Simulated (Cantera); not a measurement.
A closed system holds: 1 mol SiO2, 0.68 mol N2, at 0.133 bar.

Method: chemical equilibrium by Gibbs-energy minimisation in Cantera with the NASA 1993 tables (ideal gas, pure condensed phases). Candidate condensed phases: Si, SiO2, Si2N2O, Si3N4; 16 gas species. The tables hold silica as quartz up to 1696 K and as liquid above; real silica turns to tridymite and cristobalite and melts near 1996 K. The numbers say what is thermodynamically allowed, not how fast it happens.

Task: At 1602 °C, list the 3 most abundant gas species with their mole fractions, and the condensed phases.

Result: N2 1.000, SiO 1.75e-5, NO 1.44e-5. Condensed: SiO2(condensed).
